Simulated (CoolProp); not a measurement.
The fluid at 221.67 K and 0.188 MPa (liquid) is heated at constant pressure to 349.6 K. The same conditions are run with several fluids, on thermodynamics alone (safety and materials aside).

Values from CoolProp's reference Helmholtz-energy equation of state of each fluid (hexamethyldisiloxane (MM): Thol 2016; dimethyl ether: Wu 2011; isobutene: Lemmon 2005; tetrahydrofuran: Fiedler 2023; R404A: Lemmon 2003). Blends and air are pseudo-pure fits.

```csv
fluid,heat (kJ/kg),final phase,final density (kg/m³)
hexamethyldisiloxane (MM),240,liquid,704
dimethyl ether,671,gas,3.04
isobutene,623,gas,3.74
tetrahydrofuran,217,liquid,823
R404A,312,gas,6.43
```
